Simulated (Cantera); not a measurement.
An adiabatic, constant-pressure homogeneous reactor starts with 13.0 % CH₄, 7.81 % CO, 16.7 % O₂, 62.5 % N₂, at 1350 K and 1.00 bar.

Cantera simulation using GRI-Mech 3.0 (53 species, 325 reactions); the numbers are that mechanism's predictions, not measurements.

One state of this run: T (K) = 2555; x CH₄ = 1.86e-12; x CO = 0.151; x O₂ = 0.000156; x C₂H = <1e-12; x O = 0.000238; x H₂O = 0.142. x: mole fraction; the columns are a selection and need not sum to one.

Task: Which value of t (s) does it belong to?
(A) 0.00358
(B) 0.153
(C) 0.000547
(D) 0.00140

Result: B, 0.153
